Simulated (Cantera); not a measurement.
Mixture: H₂ : O₂ : N₂ : H₂O = 1 : 0.746 : 2.46 : 0.18 (molar parts), at 7.01 atm, adiabatic and at constant pressure. Ignition delay is the time to a rise of 400 K.

Computed with Cantera and the H2/O2 subset of GRI-Mech 3.0, which has no nitrogen chemistry. The hydrogen kinetics of GRI-Mech 3.0 are dated; newer H2 mechanisms differ, most at raised pressure.

Problem. What does this change do: N2 2.46 to 7.2 parts?

Solution. 
```csv
quantity,before,after
delay at 950 K,43.9 ms,75.5 ms
delay at 1050 K,4.05 ms,6.39 ms
delay at 1150 K,0.394 ms,0.475 ms
delay at 1250 K,16.5 µs,23.0 µs
delay at 1350 K,4.57 µs,9.58 µs
delay at 1450 K,2.59 µs,6.17 µs
```

Problem. What does this change do: H2O 0.18 to 0.1 parts?

Solution. 
| quantity | before | after |
|---|---|---|
| delay at 950 K | 43.9 ms | 42.9 ms |
| delay at 1050 K | 4.05 ms | 3.74 ms |
| delay at 1150 K | 0.394 ms | 0.306 ms |
| delay at 1250 K | 16.5 µs | 11.4 µs |
| delay at 1350 K | 4.57 µs | 4.14 µs |
| delay at 1450 K | 2.59 µs | 2.45 µs |
